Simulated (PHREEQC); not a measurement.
Dissolve 0.045 mol HCl, 0.14 mol Li2SO4 and 0.0033 mol MnSO4 per kg of water at 25 °C. Closed to the air; pH follows from the charge balance.

Computed with PHREEQC (ion-association model, phreeqc.dat).

### Question
The ionic strength comes out as 0.364 mol/kgw. What activity coefficients do Cl-, MnCl+, SO4-2, LiSO4-, HSO4- get?

### Answer
Cl- 0.67, MnCl+ 0.70, SO4-2 0.23, LiSO4- 0.70, HSO4- 0.73.

This is a speciation only: nothing precipitates in the calculation. Complexes and solids missing from the database can't appear.
